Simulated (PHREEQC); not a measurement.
**Reverse-osmosis permeate: an equilibrium model**

Synthetic water in mg/L, 25 °C, pH 6.33, pe 12.7:

```
constituent           mg/L
------------------  ------
Na                   0.534
K                   0.0866
Ca                     8.6
Mg                    2.58
Cl                    4.66
S(6) as SO4             12
Alkalinity as HCO3    17.7
Cd                  0.0194
```

Cl is adjusted to close the charge balance.
Valence states are taken as typed.

Equilibrium calculation in PHREEQC: ion-association model, phreeqc.dat.

```
Quantity                 Result
--------------  ---------------
ionic strength  0.00109 mol/kgw
```

| species | molality | activity | log γ |
|---|---|---|---|
| CO2 | 0.000293 | 0.000293 | 0.000 |
| HCO3- | 0.000289 | 0.000279 | -0.016 |
| Ca+2 | 0.000211 | 0.000182 | -0.064 |
| Cl- | 0.000127 | 0.000123 | -0.016 |
| SO4-2 | 0.000119 | 0.000103 | -0.064 |
| Mg+2 | 0.000104 | 8.96e-5 | -0.063 |
| Na+ | 2.32e-5 | 2.24e-5 | -0.016 |
| CaSO4 | 3.33e-6 | 3.33e-6 | 0.000 |
| K+ | 2.21e-6 | 2.13e-6 | -0.016 |
| MgSO4 | 2.16e-6 | 2.16e-6 | 0.000 |
| CaHCO3+ | 6.72e-7 | 6.48e-7 | -0.016 |
| H+ | 4.84e-7 | 4.68e-7 | -0.015 |

Precipitation was switched off in this run.
